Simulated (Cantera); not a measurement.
A Cantera script and what it prints.

```python
import numpy as np
import cantera as ct

gas_names = """
    Cu CuF CuF2 Cu2 F F2 N NF NF2 NF3 N2
""".split()
cond_names = """
    Cu(cr) Cu(L) CuF2(s) CuF2(L)
""".split()


# ... load() reads the species with a 1 bar reference pressure and builds the phases ...
atoms = {
    'Cu': {'Cu': 1},
    'F2': {'F': 2},
    'N2': {'N': 2},
}
top_T = {}  # K; cautious upper limits of use, not melting points


# ... equilibrate(T, P, feed) seeds the gas with the atoms and calls Mixture.equilibrate('TP', solver="vcs", rtol=1e-11, max_steps=5000) ...
results = []
feed = {'Cu': 1, 'F2': 3.5, 'N2': 30}  # mol
for P in [1, 4.2, 18, 75, 320, 1300, 5600, 24000, 100000]:
    for T in [848, 898, 948, 998, 1048, 1098, 1148, 1198, 1248]:
        mix = equilibrate(T, P, feed)
        results.append((T, P, feed, dict(zip(mix.species_names, mix.species_moles))))

for T, P, feed, n in results:
    print(f"{T:7g} {P:10.4g}  " + (" + ".join(c for c in cond_names if n.get(c, 0) > 1e-12) or "gas only"))
```

Output:

```
    848          1  CuF2(s)
    898          1  gas only
    948          1  gas only
    998          1  gas only
   1048          1  gas only
   1098          1  gas only
   1148          1  gas only
   1198          1  gas only
   1248          1  gas only
    848        4.2  CuF2(s)
    898        4.2  CuF2(s)
    948        4.2  gas only
    998        4.2  gas only
   1048        4.2  gas only
   1098        4.2  gas only
   1148        4.2  gas only
   1198        4.2  gas only
   1248        4.2  gas only
    848         18  CuF2(s)
    898         18  CuF2(s)
    948         18  CuF2(s)
    998         18  gas only
   1048         18  gas only
   1098         18  gas only
   1148         18  gas only
   1198         18  gas only
   1248         18  gas only
    848         75  CuF2(s)
    898         75  CuF2(s)
    948         75  CuF2(s)
    998         75  CuF2(s)
   1048         75  gas only
   1098         75  gas only
   1148         75  gas only
   1198         75  gas only
   1248         75  gas only
    848        320  CuF2(s)
    898        320  CuF2(s)
    948        320  CuF2(s)
    998        320  CuF2(s)
   1048        320  CuF2(s)
   1098        320  gas only
   1148        320  gas only
   1198        320  gas only
   1248        320  gas only
    848       1300  CuF2(s)
    898       1300  CuF2(s)
    948       1300  CuF2(s)
    998       1300  CuF2(s)
   1048       1300  CuF2(s)
   1098       1300  CuF2(s)
   1148       1300  gas only
   1198       1300  gas only
   1248       1300  gas only
    848       5600  CuF2(s)
    898       5600  CuF2(s)
    948       5600  CuF2(s)
    998       5600  CuF2(s)
   1048       5600  CuF2(s)
   1098       5600  CuF2(s)
   1148       5600  CuF2(L)
   1198       5600  CuF2(L)
   1248       5600  gas only
    848    2.4e+04  CuF2(s)
    898    2.4e+04  CuF2(s)
    948    2.4e+04  CuF2(s)
    998    2.4e+04  CuF2(s)
   1048    2.4e+04  CuF2(s)
   1098    2.4e+04  CuF2(s)
   1148    2.4e+04  CuF2(L)
   1198    2.4e+04  CuF2(L)
   1248    2.4e+04  CuF2(L)
    848      1e+05  CuF2(s)
    898      1e+05  CuF2(s)
    948      1e+05  CuF2(s)
    998      1e+05  CuF2(s)
   1048      1e+05  CuF2(s)
   1098      1e+05  CuF2(s)
   1148      1e+05  CuF2(L)
   1198      1e+05  CuF2(L)
   1248      1e+05  CuF2(L)
```

These are equilibrium values from Cantera (NASA tables, ideal gas, pure condensed phases), not measurements of a reactor.
